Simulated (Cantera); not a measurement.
**Adiabatic ignition**

An adiabatic, constant-pressure homogeneous reactor starts with 27.0 % H2, 15.3 % O2, 57.7 % N2, equivalence ratio 0.88, at 1023 K and 7500 Torr.

Cantera simulation using GRI-Mech 3.0 (53 species, 325 reactions); the numbers are that mechanism's predictions, not measurements. The hydrogen kinetics of GRI-Mech 3.0 are dated; newer H2 mechanisms differ, most at raised pressure.

| t (s) | T (K) | x H2 | x O2 | x NO | x O | x N2O | x H2O |
|---|---|---|---|---|---|---|---|
| 3.00e-6 | 1023 | 0.270 | 0.153 | <1e-12 | 8.54e-12 | <1e-12 | 3.54e-10 |
| 7.17e-6 | 1023 | 0.270 | 0.153 | <1e-12 | 8.75e-12 | <1e-12 | 9.00e-10 |
| 1.72e-5 | 1023 | 0.270 | 0.153 | <1e-12 | 9.29e-12 | <1e-12 | 2.27e-9 |
| 4.10e-5 | 1023 | 0.270 | 0.153 | <1e-12 | 1.06e-11 | <1e-12 | 5.96e-9 |
| 9.81e-5 | 1023 | 0.270 | 0.153 | <1e-12 | 1.43e-11 | <1e-12 | 1.80e-8 |
| 0.000235 | 1023 | 0.270 | 0.153 | <1e-12 | 2.61e-11 | <1e-12 | 7.70e-8 |
| 0.000561 | 1023 | 0.270 | 0.153 | <1e-12 | 8.10e-11 | <1e-12 | 5.90e-7 |
| 0.00134 | 1023 | 0.270 | 0.153 | <1e-12 | 6.05e-10 | 8.80e-12 | 1.01e-5 |
| 0.00321 | 1027 | 0.269 | 0.153 | <1e-12 | 8.52e-9 | 1.51e-10 | 0.000425 |
| 0.00767 | 2754 | 0.0123 | 0.0182 | 0.00925 | 0.00194 | 1.49e-6 | 0.287 |
| 0.0183 | 2754 | 0.0123 | 0.0182 | 0.00928 | 0.00194 | 1.49e-6 | 0.287 |
| 0.0439 | 2754 | 0.0123 | 0.0182 | 0.00928 | 0.00194 | 1.49e-6 | 0.287 |
| 0.105 | 2754 | 0.0123 | 0.0182 | 0.00928 | 0.00194 | 1.49e-6 | 0.287 |
| 0.251 | 2754 | 0.0123 | 0.0182 | 0.00928 | 0.00194 | 1.49e-6 | 0.287 |
| 0.600 | 2754 | 0.0123 | 0.0182 | 0.00928 | 0.00194 | 1.49e-6 | 0.287 |
x: mole fraction; the columns are a selection and need not sum to one.

```yaml
time_of_steepest_temperature_rise: 5.43 ms
temperature at 0.600 s: 2754 K
equilibrium_temperature: 2754 K
x(H2) at 0.600 s: 0.0123 (gas-phase equilibrium 0.0123)
x(O2) at 0.600 s: 0.0182 (gas-phase equilibrium 0.0182)
x(NO) at 0.600 s: 0.00928 (gas-phase equilibrium 0.00928)
```
